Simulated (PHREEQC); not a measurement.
Solution (25 °C): 0.0046 mol H2SeO3, 0.00027 mol NaOH and 0.00022 mol FeCl3 per kg of water. Closed to the air; pH follows from the charge balance.

Equilibrium calculation in PHREEQC: ion-association model, wateq4f.dat.

Precipitation was switched off in this run.

**Question.** Estimate the pH, ionic strength.

**Answer.** pH 2.69; ionic strength 0.00320 mol/kgw.

**Question.** In which forms is Fe present?

**Answer.** FeOH+2 64 %, Fe+3 26 %, Fe(OH)2+ 8.7 %, Fe2(OH)2+4 0.8 % of the Fe.

Examples of supersaturated solids here: Fe2(SeO3)3, Hematite (slow to form). Others may be too.
